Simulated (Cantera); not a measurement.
Feed: 1 mol SiO2, 43 mol H2, 1.6 mol N2, at 1727 °C and 0.000430 bar.

Method: chemical equilibrium by Gibbs-energy minimisation in Cantera with the NASA 1993 tables (ideal gas, pure condensed phases). Candidate condensed phases: H2O, Si, SiO2, Si2N2O, Si3N4; 35 gas species. Equilibrium is a limit: real reactors are often held back by kinetics, nucleation or transport.

Base state: H2 0.852, H 0.0724, N2 0.0338, SiO 0.0211, H2O 0.0209, OH 0.000178, O 1.10e-5 (mole fractions); condensed: gas only.

Problem. What changes in the equilibrium state with this change: SiO2 replaced by Fe2O3?

Solution. 
| species | before | after |
|---|---|---|
| H2 | 0.852 | 0.794 |
| H | 0.0724 | 0.0699 |
| H2O | 0.0209 | 0.0615 |
| Fe | 0 | 0.0413 |
| SiO | 0.0211 | 0 |
| N2 | 0.0338 | 0.0331 |
| FeO | 0 | 6.39e-5 |
| O | 1.10e-5 | 3.48e-5 |
| OH | 0.000178 | 0.000540 |
Further candidate phases: Fe, FeO, Fe(OH)2, Fe(OH)3, Fe2O3, Fe3O4.

Problem. What changes in the equilibrium state with this change: pressure from 0.000430 bar to 0.00310 bar?

Solution. 
```json
[
 {"species": "H2", "before": "0.852", "after": "0.895"},
 {"species": "N2", "before": "0.0338", "after": "0.0346"},
 {"species": "H", "before": "0.0724", "after": "0.0276"},
 {"species": "H2O", "before": "0.0209", "after": "0.0216"},
 {"species": "SiO", "before": "0.0211", "after": "0.0216"},
 {"species": "O", "before": "1.10e-5", "after": "1.50e-6"},
 {"species": "OH", "before": "0.000178", "after": "6.65e-5"}
]
```

Problem. What changes in the equilibrium state with this change: pressure from 0.000430 bar to 5.20 bar?

Solution. 
```csv
species,before,after
H2,0.852,0.956
N2,0.0338,0.0357
H2O,0.0209,0.00364
H,0.0724,0.000697
SiO,0.0211,0.00364
NH3,1.25e-9,1.85e-5
O,1.10e-5,<1e-9
"SiO2(l), mol",0,0.837
```
The tables hold silica as quartz up to 1696 K and as liquid above; real silica turns to tridymite and cristobalite and melts near 1996 K. Gases not in the tables: Si(OH)4.
